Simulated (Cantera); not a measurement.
## Low-pressure radical oxidation in H2/O2

An isothermal, constant-pressure homogeneous reactor starts with 0.547 % H2, 99.5 % O2, equivalence ratio 0.0027, at 1200 K and 22.5 Torr.

Cantera simulation using the H2/O2 subset of GRI-Mech 3.0, which has no nitrogen chemistry; the numbers are that mechanism's predictions, not measurements. Radical loss at walls, strong at low pressure, is not modelled.

```csv
t (s),x H2,x O2,x H2O2,x H2O,x OH,x O,x H
0.000300,0.00547,0.995,<1e-12,1.89e-9,3.91e-9,4.70e-9,5.33e-10
0.000609,0.00547,0.995,2.04e-12,1.07e-8,1.22e-8,1.61e-8,1.28e-9
0.00123,0.00547,0.995,8.27e-12,8.95e-8,6.86e-8,9.64e-8,6.39e-9
0.00250,0.00547,0.995,3.81e-11,2.46e-6,1.63e-6,2.32e-6,1.48e-7
0.00508,0.00416,0.993,3.54e-8,0.000999,0.000546,0.000912,7.01e-5
0.0103,2.85e-5,0.990,2.82e-8,0.00514,0.000476,0.00440,0.000134
0.0209,1.12e-5,0.990,2.18e-8,0.00522,0.000392,0.00380,9.52e-5
0.0424,8.41e-6,0.991,2.09e-8,0.00527,0.000341,0.00286,6.21e-5
0.0861,5.22e-6,0.993,1.92e-8,0.00532,0.000269,0.00176,3.02e-5
0.175,2.54e-6,0.994,1.60e-8,0.00538,0.000188,0.000855,1.02e-5
0.354,9.74e-7,0.994,1.13e-8,0.00542,0.000117,0.000329,2.46e-6
0.719,3.17e-7,0.994,6.39e-9,0.00545,6.76e-5,0.000108,4.64e-7
1.46,9.65e-8,0.994,2.91e-9,0.00547,3.75e-5,3.31e-5,7.89e-8
2.96,2.97e-8,0.994,1.15e-9,0.00547,2.10e-5,1.03e-5,1.37e-8
6.00,9.76e-9,0.995,4.39e-10,0.00548,1.21e-5,3.41e-6,2.61e-9
```
x: mole fraction; the columns are a selection and need not sum to one.

Equilibrium at this temperature and pressure: H2 4.06e-10, O2 0.995, H2O2 2.27e-11, H2O 0.00548, OH 2.49e-6, O 1.45e-7, H 2.31e-11 (gas phase only).
